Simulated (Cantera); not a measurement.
What does this Cantera script print?

```python
import numpy as np
import cantera as ct

gas_names = """
    CL CLO CL2 Mg MgCL MgCL2 MgO Mg2 O O2 O3 Si SiCL SiCL2 SiCL3 SiCL4 SiO SiO2 Si2 Si3
""".split()
cond_names = """
    Mg(cr) Mg(L) MgCL2(s) MgCL2(L) MgO(s) MgO(L) MgSiO3(I) MgSiO3(II) MgSiO3(III) MgSiO3(L) Mg2SiO4(s)
    Mg2SiO4(L) Si(cr) Si(L) SiO2(Lqz) SiO2(hqz) SiO2(L)
""".split()


def load(file, names, dense=False):
    # The tables refer to 1 bar. Condensed volumes are neglected.
    table = {s.name: s for s in ct.Species.list_from_file(file)}
    out = []
    for n in names:
        d = dict(table[n].input_data)
        d["thermo"] = dict(d["thermo"], **{"reference-pressure": 1e5})
        if dense:
            d["equation-of-state"] = {"model": "constant-volume", "density": "1e6 g/cm^3"}
        out.append(ct.Species.from_dict(d))
    return out


gas = ct.Solution(thermo="ideal-gas", species=load("nasa_gas.yaml", gas_names))
cond = {s.name: ct.Solution(thermo="fixed-stoichiometry", species=[s], name=s.name)
        for s in load("nasa_condensed.yaml", cond_names, dense=True)}
atoms = {
    'SiO2': {'Si': 1, 'O': 2},
    'MgCl2': {'Mg': 1, 'CL': 2},
    'O2': {'O': 2},
}
top_T = {}  # K; cautious upper limits of use, not melting points


def equilibrate(T, P, feed):
    n = {}
    for name, mol in feed.items():
        for a, k in atoms[name].items():
            n[a] = n.get(a, 0.0) + k * mol
    gas.TPX = T, P, n
    mass = sum(n.values()) * gas.mean_molecular_weight
    gas.equilibrate("TP")
    valid = [c for c in cond.values() if c.min_temp <= T <= top_T.get(c.name, c.max_temp)]
    mix = ct.Mixture([(gas, mass / gas.mean_molecular_weight)] + [(c, 0.0) for c in valid])
    mix.T, mix.P = T, P
    mix.equilibrate("TP", solver="vcs", rtol=1e-11, max_steps=5000)
    return mix


results = []
feed = {'SiO2': 1, 'MgCl2': 0.43, 'O2': 2}  # mol
P = 230000  # Pa
for T in [1075, 1125, 1175, 1225, 1275, 1325, 1375, 1425, 1475, 1525, 1575]:
    mix = equilibrate(T, P, feed)
    results.append((T, P, feed, dict(zip(mix.species_names, mix.species_moles))))

top = {s: max(r[3][s] / sum(r[3][g] for g in gas_names) for r in results) for s in gas_names}
cols = sorted((s for s in top if top[s] > 1e-05), key=lambda s: -top[s])[:6]
seen = [c for c in cond_names if any(r[3].get(c, 0) > 1e-12 for r in results)]
print("log10 of partial pressures in bar; condensed amounts in mol")
print(f"{'T/K':>10s}" + "".join(f"{s[:9]:>10s}" for s in cols + seen))
for T, P, feed, n in results:
    ng = sum(n[g] for g in gas_names)
    print(f"{T:10.4g}" + "".join(f"{np.log10(max(n[s] / ng * P / 1e5, 1e-99)):10.3f}" for s in cols)
          + "".join(f"{n.get(c, 0):10.4g}" for c in seen))
```

Result:

```
log10 of partial pressures in bar; condensed amounts in mol
       T/K        O2       CL2        CL     MgCL2       CLO MgSiO3(II MgSiO3(II SiO2(hqz)
      1075     0.268    -0.351    -3.132    -5.675    -4.287      0.43         0      0.57
      1125     0.268    -0.351    -2.863    -5.152    -4.068      0.43         0      0.57
      1175     0.268    -0.352    -2.617    -4.675    -3.867      0.43         0      0.57
      1225     0.268    -0.353    -2.391    -4.237    -3.683    0.4299         0    0.5701
      1275     0.267    -0.354    -2.182    -3.836    -3.513         0    0.4299    0.5701
      1325     0.267    -0.357    -1.990    -3.469    -3.357         0    0.4297    0.5703
      1375     0.266    -0.360    -1.812    -3.130    -3.213         0    0.4293    0.5707
      1425     0.266    -0.366    -1.647    -2.817    -3.080         0    0.4285    0.5715
      1475     0.265    -0.373    -1.494    -2.528    -2.957         0    0.4271    0.5729
      1525     0.264    -0.384    -1.353    -2.262    -2.844         0    0.4247    0.5753
      1575     0.262    -0.399    -1.224    -2.018    -2.742         0    0.4206    0.5794
```

Method: chemical equilibrium by Gibbs-energy minimisation in Cantera with the NASA 1993 tables (ideal gas, pure condensed phases). Mutual solubility and eutectic melting of coexisting phases are not modelled. The tables hold silica as quartz up to 1696 K and as liquid above; real silica turns to tridymite and cristobalite and melts near 1996 K. Condensed phases not in the tables: alloys, solid solutions and most ternary compounds.
